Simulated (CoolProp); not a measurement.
Vapour-liquid equilibrium of propane (1) + isopentane (2) at 330.4 K; x and y are mole fractions of (1).

Model: multi-fluid Helmholtz-energy mixture model, Lemmon 2009 and Lemmon 2006; pair parameters Kunz 2012, in CoolProp.

Question: Give the bubble pressure and the first vapour's composition at x = 0.45, 0.55, 0.65. Is there an azeotrope?

Answer: x = 0.45: 998.9 kPa, y = 0.815; x = 0.55: 1163 kPa, y = 0.860; x = 0.65: 1331 kPa, y = 0.897. No azeotrope shows between x = 0.05 and 0.95.

The pair parameters rest on a limited set of measurements; away from them the model extrapolates. The gap from Raoult's law changes sign with composition, which may be real or a fault of the pair parameters; it wasn't checked against measurements.
